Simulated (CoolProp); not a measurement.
n-perfluoropentane at 298.15 K and 0.025 MPa is throttled through a valve to 0.00579 MPa with no heat exchange. Each further row changes one setting.

The numbers come from the reference Helmholtz-energy equation of state, Gao 2022 in CoolProp.

| case | temperature change (K) | final density (kg/m³) |
|---|---|---|
| as stated | -0.4 | (withheld) |
| outlet pressure 0.00174 MPa | (withheld) | (withheld) |
| outlet pressure 0.00753 MPa | -0.4 | (withheld) |

Question: Some entries are withheld; supply them.

Answer: 
- as stated, final density (kg/m³): 0.676
- outlet pressure 0.00174 MPa, temperature change (K): -0.5
- outlet pressure 0.00174 MPa, final density (kg/m³): 0.203
- outlet pressure 0.00753 MPa, final density (kg/m³): 0.880
